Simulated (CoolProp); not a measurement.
Values from CoolProp's reference Helmholtz-energy equation of state, Span 1996.

Problem. Give the vapour pressure (kPa), liquid density (kg/m³), liquid cp (kJ/(kg K)), liquid viscosity (µPa s) of saturated carbon dioxide at 253.8, 259.5 K.

Solution. 
```
T (K)  p (kPa)  liquid density (kg/m³)  liquid cp (kJ/(kg K))  liquid viscosity (µPa s)
-----  -------  ----------------------  ---------------------  ------------------------
253.8     2010                    1030                   2.17                       138
259.5     2380                    1000                   2.25                       126
```

Viscosity comes from a separate model (Laesecke 2017).
